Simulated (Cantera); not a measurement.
Input: 1 mol SF6, 0.22 mol SO2, 0.36 mol O2, held at 81.0 Pa.

Cantera equilibrium calculation (NASA polynomials, part measured and part estimated; ideal gas, pure solids and liquids). Candidate condensed phases: S; 45 gas species. Ions and electrons are included (thermal ionisation). Kinetics and transport are ignored. All values below are at 2750 K.

Base state: F 0.751, S 0.109, O 0.0929, SO 0.0390, O2 0.00354, SO2 0.00317, S2 0.000739, SF 0.000359 (mole fractions); condensed: gas only.

Task: What changes in the equilibrium state with this change: SO2 from 0.22 to 0.021 mol?

Result: 
| species | before | after |
|---|---|---|
| F | 0.751 | 0.796 |
| S | 0.109 | 0.105 |
| O | 0.0929 | 0.0671 |
| SO | 0.0390 | 0.0272 |
| SO2 | 0.00317 | 0.00160 |
| O2 | 0.00354 | 0.00185 |
| S2 | 0.000739 | 0.000688 |

Task: What changes in the equilibrium state with this change: SF6 replaced by NF3?

Result: 
```
species    before    after
-------  --------  -------
F           0.751    0.640
O          0.0929    0.190
N2              0    0.105
S           0.109   0.0252
O2        0.00354   0.0148
SO         0.0390   0.0185
NO              0  0.00332
N               0  2.73e-5
S2       0.000739  3.98e-5
SF       0.000359  7.09e-5
```
